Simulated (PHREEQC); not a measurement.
Consider water at 27 °C with 0.023 mol/kgw CaCl2, 0.038 mol/kgw Na2SO4 and 0.0016 mol/kgw KCl. Closed to the air; pH follows from the charge balance.

All values are PHREEQC results (ion-association model, phreeqc.dat), not measurements.

Problem. The ionic strength comes out as 0.146 mol/kgw. What activity coefficients do NaSO4-, Cl-, K+, Ca+2, KSO4- get?

Solution. NaSO4- 0.76, Cl- 0.74, K+ 0.73, Ca+2 0.35, KSO4- 0.76.

No solid was allowed to form. Examples of supersaturated solids here: Gypsum. Others may be too. Species that the database lacks are ignored.
